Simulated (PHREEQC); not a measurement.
A solution holds 1.7 mmol/kgw PbCl2 and 70 mmol/kgw NaCl, at 20 °C and 300 atm. Closed to the air; pH follows from the charge balance.

Computed with PHREEQC (ion-association model, phreeqc.dat).

```
quantity             before  after
-------------------  ------  -----
pH                     5.56   5.84
SI of Halite (NaCl)   -4.11  -5.99
```

**Question.** What was changed between the two runs?
A) PbCl2 replaced by BaCl2 at the same molality
B) diluted 2-fold with water
C) diluted 10-fold with water
D) temperature from 20 to 50 °C

**Answer.** C, diluted 10-fold with water

Precipitation was switched off in this run. Under pressure, the constants of complexes without a molar volume in the database are unreliable.
